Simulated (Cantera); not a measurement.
# Equilibrium for boron, boron nitride and boron oxide: B2H6 + N2 + H2

A closed system holds: 1 mol B2H6, 14 mol N2, 1.8 mol H2, at 2250 K.

These are equilibrium values from Cantera (NASA tables, ideal gas, pure condensed phases), not measurements of a reactor. Candidate condensed phases: B, BN; 15 gas species. The feed counts by its element totals alone. The tables' values for BH2 are old estimates; treat these amounts as uncertain. Kinetics and transport are ignored.

From 0.000100 bar to 0.00320 bar the condensed part is B(s). From 0.0100 bar to 1.00 bar the condensed part is BN(s).

| P (Pa) | log p N2 | log p H2 | log p H | log p B | log p BH2 | log p BN | n B(s) | n BN(s) |
|---|---|---|---|---|---|---|---|---|
| 10 | -4.21 | -5.02 | -4.64 | -5.27 | -7.79 | -7.59 | 0.777 | 0 |
| 32 | -3.67 | -4.32 | -4.29 | -5.27 | -7.10 | -7.32 | 1.64 | 0 |
| 100 | -3.15 | -3.72 | -3.99 | -5.27 | -6.50 | -7.06 | 1.88 | 0 |
| 320 | -2.64 | -3.16 | -3.71 | -5.27 | -5.94 | -6.80 | 1.96 | 0 |
| 1000 | -2.14 | -2.61 | -3.43 | -5.44 | -5.56 | -6.73 | 0 | 1.99 |
| 3200 | -1.64 | -2.09 | -3.17 | -5.70 | -5.29 | -6.73 | 0 | 2.00 |
| 10000 | -1.14 | -1.58 | -2.92 | -5.95 | -5.03 | -6.73 | 0 | 2.00 |
| 32000 | -0.63 | -1.07 | -2.66 | -6.20 | -4.78 | -6.73 | 0 | 2.00 |
| 100000 | -0.14 | -0.57 | -2.42 | -6.45 | -4.53 | -6.73 | 0 | 2.00 |
log p: log10 of the partial pressure in bar; n: condensed amount in mol.
